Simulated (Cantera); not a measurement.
**Thermodynamics of silicon oxide and oxynitride deposition, feed HMDSO + H2O**

Feed: 1 mol HMDSO, a varied amount of H2O, at 1627 °C and 128 Torr.

Equilibrium computed with Cantera from the NASA thermochemical tables; the gas is ideal and each condensed phase is pure. Candidate condensed phases: C, C6H6, C7H8, C8H18, H2O, Si, SiC, SiO2; 123 gas species. The feed counts by its element totals alone. The tables hold silica as quartz up to 1696 K and as liquid above; real silica turns to tridymite and cristobalite and melts near 1996 K. Gases not in the tables: Si(OH)4. Rates play no part.

```json
[
 {"n(H2O) (mol)": "0.44", "x H2": "0.866", "x H2O": "3.45e-6", "x CO": "0.131", "x SiO": "0.000958", "x CO2": "1.24e-7", "x H": "0.00179", "x C2H2 (acetylene)": "0.000330", "x OH": "5.86e-10", "n C(graphite)": "2.57", "n SiC(s)": "1.99", "n SiO2(condensed)": "0"},
 {"n(H2O) (mol)": "0.73", "x H2": "0.847", "x H2O": "3.85e-6", "x CO": "0.150", "x SiO": "0.00109", "x CO2": "1.62e-7", "x H": "0.00177", "x C2H2 (acetylene)": "0.000323", "x OH": "6.61e-10", "n C(graphite)": "2.29", "n SiC(s)": "1.99", "n SiO2(condensed)": "0"},
 {"n(H2O) (mol)": "1.2", "x H2": "0.821", "x H2O": "4.38e-6", "x CO": "0.176", "x SiO": "0.00128", "x CO2": "2.23e-7", "x H": "0.00174", "x C2H2 (acetylene)": "0.000313", "x OH": "7.64e-10", "n C(graphite)": "1.82", "n SiC(s)": "1.98", "n SiO2(condensed)": "0"},
 {"n(H2O) (mol)": "2.1", "x H2": "0.780", "x H2O": "5.12e-6", "x CO": "0.217", "x SiO": "0.00158", "x CO2": "3.38e-7", "x H": "0.00170", "x C2H2 (acetylene)": "0.000298", "x OH": "9.17e-10", "n C(graphite)": "0.936", "n SiC(s)": "1.98", "n SiO2(condensed)": "0"},
 {"n(H2O) (mol)": "3.5", "x H2": "0.734", "x H2O": "1.58e-5", "x CO": "0.250", "x SiO": "0.0147", "x CO2": "1.28e-6", "x H": "0.00165", "x C2H2 (acetylene)": "3.47e-5", "x OH": "2.92e-9", "n C(graphite)": "0", "n SiC(s)": "1.75", "n SiO2(condensed)": "0"},
 {"n(H2O) (mol)": "5.8", "x H2": "0.684", "x H2O": "3.09e-5", "x CO": "0.250", "x SiO": "0.0647", "x CO2": "2.68e-6", "x H": "0.00159", "x C2H2 (acetylene)": "7.35e-6", "x OH": "5.90e-9", "n C(graphite)": "0", "n SiC(s)": "0.600", "n SiO2(condensed)": "0"},
 {"n(H2O) (mol)": "9.7", "x H2": "0.726", "x H2O": "0.0281", "x CO": "0.240", "x SiO": "0.00210", "x CO2": "0.00221", "x H": "0.00164", "x C2H2 (acetylene)": "9.77e-12", "x OH": "5.22e-6", "n C(graphite)": "0", "n SiC(s)": "0", "n SiO2(condensed)": "1.95"},
 {"n(H2O) (mol)": "16", "x H2": "0.594", "x H2O": "0.211", "x CO": "0.178", "x SiO": "0.000230", "x CO2": "0.0150", "x H": "0.00148", "x C2H2 (acetylene)": "<1e-12", "x OH": "4.32e-5", "n C(graphite)": "0", "n SiC(s)": "0", "n SiO2(condensed)": "1.99"},
 {"n(H2O) (mol)": "27", "x H2": "0.452", "x H2O": "0.403", "x CO": "0.118", "x SiO": "9.14e-5", "x CO2": "0.0249", "x H": "0.00129", "x C2H2 (acetylene)": "<1e-12", "x OH": "9.48e-5", "n C(graphite)": "0", "n SiC(s)": "0", "n SiO2(condensed)": "2.00"}
]
```
x: gas mole fraction; n: condensed amount in mol.

From 0.44 mol H2O to 2.1 mol H2O the condensed part is C(graphite) + SiC(s). From 3.5 mol H2O to 5.8 mol H2O the condensed part is SiC(s). From 9.7 mol H2O to 27 mol H2O the condensed part is SiO2(condensed). The share of Si in condensed phases is highest at 27 mol H2O (99.8 %) and lowest at 5.8 mol H2O (30.0 %).
